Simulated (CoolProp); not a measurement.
Vapour pressure (MPa) of carbon dioxide: the reference equation beside estimates from Tc = 304.1 K, pc = 7.377 MPa, ω = 0.224. Clausius-Clapeyron is anchored at 261.2 K with a constant enthalpy of vaporisation of 11.60 kJ/mol.

Values from CoolProp's reference Helmholtz-energy equation of state, Span 1996.

```csv
T (K),reference,Clausius-Clapeyron,van der Waals,Redlich-Kwong,Soave-Redlich-Kwong
235.5,1.094,1.398,2.428,1.432,1.097
240.6,1.309,1.585,2.685,1.675,1.313
245.8,1.559,1.792,2.964,1.950,1.565
250.9,1.836,2.012,3.255,2.249,1.846
256.1,2.155,2.252,3.570,2.584,2.168
261.2,2.505,2.505,3.896,2.944,2.522
266.4,2.902,2.780,4.247,3.345,2.925
271.5,3.335,3.067,4.610,3.772,3.364
276.7,3.824,3.378,4.999,4.243,3.859
281.8,4.353,3.701,5.399,4.742,4.393
```

Absolute difference from the reference over all 10 rows, mean and median: Clausius-Clapeyron 11.7 and 10.6 %, van der Waals 65.5 and 60.6 %, Redlich-Kwong 19.2 and 18.7 %, Soave-Redlich-Kwong 0.6 and 0.6 %.
